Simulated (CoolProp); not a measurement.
Vapour-liquid equilibrium of n-heptane (1) + toluene (2) at 0.0602 MPa; x and y are mole fractions of (1).

Model: multi-fluid Helmholtz-energy mixture model, Span 2003 and Lemmon 2006; pair parameters Bell 2016, in CoolProp.

Task: Give the bubble temperature and the first vapour's composition at x = 0.25, 0.45, 0.95. Is there an azeotrope?

Result: x = 0.25: 360.6 K, y = 0.358; x = 0.45: 358.1 K, y = 0.543; x = 0.95: 354.9 K, y = 0.955. No azeotrope shows between x = 0.05 and 0.95.

Pair parameters are fitted to limited data, so mixtures are less certain than the pure fluids.
